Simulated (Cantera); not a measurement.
A closed system holds: 1 mol N2O, 5.9 mol H2O, 0.41 mol O2, 0.0054 mol SO2, held at 3198 K and 1200 Torr.

Method: chemical equilibrium by Gibbs-energy minimisation in Cantera with the NASA 1993 tables (ideal gas, pure condensed phases). Candidate condensed phases: H2O, H2SO4, S; 35 gas species. The numbers say what is thermodynamically allowed, not how fast it happens.

Base state: H2O 0.447, OH 0.123, N2 0.101, O2 0.0980, H2 0.0946, H 0.0680, O 0.0530, NO 0.0146 (mole fractions); condensed: gas only.

Question: What changes in the equilibrium state with this change: pressure from 1200 Torr to 100 Torr?

Answer: 
| species | before | after |
|---|---|---|
| H | 0.0680 | 0.268 |
| O | 0.0530 | 0.166 |
| H2O | 0.447 | 0.151 |
| N2 | 0.101 | 0.0741 |
| H2 | 0.0946 | 0.122 |
| NO | 0.0146 | 0.0113 |
| O2 | 0.0980 | 0.0803 |
| OH | 0.123 | 0.127 |
| S | 9.39e-6 | 5.26e-5 |
| HO2 | 8.00e-5 | 2.15e-5 |
| N | 1.16e-5 | 3.44e-5 |
| SO2 | 0.000428 | 0.000163 |
| SO | 0.000143 | 0.000209 |

Question: What changes in the equilibrium state with this change: N2O replaced by CS2?

Answer: 
| species | before | after |
|---|---|---|
| H2O | 0.447 | 0.279 |
| H2 | 0.0946 | 0.241 |
| H | 0.0680 | 0.108 |
| N2 | 0.101 | 0 |
| CO | 0 | 0.0895 |
| NO | 0.0146 | 0 |
| CO2 | 0 | 0.0133 |
| SH | 3.12e-6 | 0.0129 |
| S | 9.39e-6 | 0.0243 |
| SO | 0.000143 | 0.0905 |
| SO2 | 0.000428 | 0.0665 |
| O2 | 0.0980 | 0.00589 |
| O | 0.0530 | 0.0130 |
| OH | 0.123 | 0.0482 |
| S2 | <1e-9 | 0.00498 |
| S2O | <1e-9 | 0.000220 |
| COS | 0 | 2.70e-5 |
| N | 1.16e-5 | 0 |
Further candidate phases: C, C6H6, C7H8, C8H18.
